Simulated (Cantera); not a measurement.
# Equilibrium for carbothermic reduction: TiO2 + C + H2

Charge: 1 mol TiO2, 1.8 mol C, 1.3 mol H2, at 75.0 Torr.

These are equilibrium values from Cantera (NASA tables, ideal gas, pure condensed phases), not measurements of a reactor. Candidate condensed phases: C, C6H6, C7H8, C8H18, H2O, Ti, TiC, TiO, TiO2, Ti2O3, Ti3O5, Ti4O7; 113 gas species. Mutual solubility and eutectic melting of coexisting phases are not modelled. TiC, TiO: taken at fixed stoichiometry. Condensed phases not in the tables: solid solutions among these carbides, nitrides and lower oxides. Rates play no part.

```csv
T (K),x CO,x H2,x H,x H2O,x TiO,x CO2,n TiC(s),n Ti2O3(s),n TiO(l)
1875,0.496,0.503,0.00147,0.000155,5.25e-7,3.72e-5,0.520,0.240,0
1900,0.496,0.502,0.00178,0.000157,9.01e-7,3.68e-5,0.520,0.240,0
1925,0.496,0.502,0.00214,0.000159,1.52e-6,3.65e-5,0.520,0.240,0
1950,0.495,0.502,0.00257,0.000161,2.54e-6,3.62e-5,0.520,0.240,0
1975,0.495,0.501,0.00306,0.000163,4.18e-6,3.59e-5,0.520,0.240,0
2000,0.495,0.501,0.00364,0.000165,6.79e-6,3.56e-5,0.520,0.240,0
2025,0.517,0.478,0.00421,0.000161,1.06e-5,3.73e-5,0.400,0,0.600
2050,0.517,0.478,0.00496,0.000155,1.54e-5,3.53e-5,0.400,0,0.600
2075,0.517,0.477,0.00582,0.000150,2.20e-5,3.35e-5,0.400,0,0.600
2100,0.517,0.476,0.00680,0.000145,3.12e-5,3.18e-5,0.400,0,0.600
2125,0.516,0.475,0.00792,0.000140,4.39e-5,3.03e-5,0.400,0,0.600
2150,0.516,0.475,0.00919,0.000135,6.13e-5,2.88e-5,0.400,0,0.600
```
x: gas mole fraction; n: condensed amount in mol.

From 1875 K to 2000 K the condensed part is TiC(s) + Ti2O3(s). From 2025 K to 2150 K the condensed part is TiC(s) + TiO(l). The main Ti-bearing gas is TiO throughout.
